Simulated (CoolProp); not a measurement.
Saturation properties of hydrogen chloride (Tc = 324.7 K, pc = 83.14 bar, ω = 0.130).

The numbers come from the reference Helmholtz-energy equation of state, Thol 2018 in CoolProp.

| T (K) | p (bar) | liquid density (kg/m³) | liquid cp (kJ/(kg K)) |
|---|---|---|---|
| 166.6 | … | 1237 | 1.659 |
| 174.5 | 0.4359 | … | 1.657 |
| 182.5 | 0.7263 | 1199 | 1.657 |
| 190.4 | 1.148 | … | 1.661 |
| 198.3 | 1.743 | 1160 | 1.667 |
| 206.2 | 2.556 | 1139 | … |
| 214.1 | 3.636 | 1118 | 1.691 |
| 222.1 | 5.054 | 1096 | 1.710 |
| 230 | 6.832 | 1073 | … |
| 237.9 | 9.043 | … | 1.763 |
| 245.8 | 11.75 | 1025 | 1.800 |
| 253.7 | 15.02 | … | 1.847 |

### Question
Some entries are withheld; supply them.

### Answer

- 166.6, p (bar): 0.2494
- 174.5, liquid density (kg/m³): 1218
- 190.4, liquid density (kg/m³): 1179
- 206.2, liquid cp (kJ/(kg K)): 1.677
- 230, liquid cp (kJ/(kg K)): 1.733
- 237.9, liquid density (kg/m³): 1050
- 253.7, liquid density (kg/m³): 999.1

It boils at 188.2 K under 1 atm.
